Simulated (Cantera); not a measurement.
Charge: 1 mol Si, 2.8 mol Cl2, 5.3 mol H2, equilibrated at 750 K and 100 Torr.

Method: chemical equilibrium by Gibbs-energy minimisation in Cantera with the NASA 1993 tables (ideal gas, pure condensed phases). Candidate condensed phases: Si; 19 gas species. Equilibrium is a limit: real reactors are often held back by kinetics, nucleation or transport.

What is the equilibrium state?


| Quantity | Value |
|---|---|
| x(H2) | 0.634 |
| x(HCl) | 0.226 |
| x(SiCl4) | 0.141 |
| x(SiHCl3) | 0.000179 |
| gas amount | 7.100 mol |
| log10 activity of Si(s) (absent) | -9.40 |
